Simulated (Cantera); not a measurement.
A Cantera script and what it prints.

```python
import numpy as np
import cantera as ct

gas_names = [...]  # 114 gases of nasa_gas.yaml made of C, Fe, H, O
cond_names = """
    C(gr) C6H6(L) C7H8(L) C8H18(L),n-octa Fe(a) Fe(c) Fe(d) Fe(L) FeC5O5(L) FeO(s) FeO(L) Fe(OH)2(s)
    Fe(OH)3(s) Fe2O3(s) Fe3O4(s) H2O(s) H2O(L)
""".split()


# ... load() reads the species with a 1 bar reference pressure and builds the phases ...
atoms = {
    'Fe3O4': {'Fe': 3, 'O': 4},
    'CO': {'C': 1, 'O': 1},
    'H2': {'H': 2},
}
top_T = {'C(gr)': 4500, 'Fe2O3(s)': 1830, 'Fe3O4(s)': 1870}  # K; cautious upper limits of use, not melting points


# ... equilibrate(T, P, feed) seeds the gas with the atoms and calls Mixture.equilibrate('TP', solver="vcs", rtol=1e-11, max_steps=5000) ...
results = []
feed = {'Fe3O4': 1, 'CO': 0.81, 'H2': 5.8}  # mol
T = 2198  # K
P = 1000  # Pa
mix = equilibrate(T, P, feed)
results.append((T, P, feed, dict(zip(mix.species_names, mix.species_moles))))
x = sorted(zip(gas.X, gas.species_names), reverse=True)
print(f"T = {T:g} K  P = {P:g} Pa  gas = {mix.phase_moles(0):.4g} mol")
print("   x: " + "  ".join(f"{s} {v:.3e}" for v, s in x if v > 1e-05))
print("   condensed (mol): " + ("  ".join(f"{mix.phase(i).name} {mix.phase_moles(i):.4g}"
      for i in range(1, mix.n_phases) if mix.phase_moles(i) > 1e-12) or "none"))
```

It prints:

```
T = 2198 K  P = 1000 Pa  gas = 8.306 mol
   x: H2 3.936e-01  H2O 2.852e-01  Fe 1.807e-01  CO 8.574e-02  H 3.494e-02  CO2 1.178e-02  FeO 4.019e-03  OH 3.522e-03  Fe(OH)2 2.509e-04  O 2.180e-04  O2 6.663e-05
   condensed (mol): FeO(L) 1.464
```

Equilibrium computed with Cantera from the NASA thermochemical tables; the gas is ideal and each condensed phase is pure. The tables' stoichiometric FeO is somewhat more stable than real wüstite, so its field is too wide. FeO: taken at fixed stoichiometry.
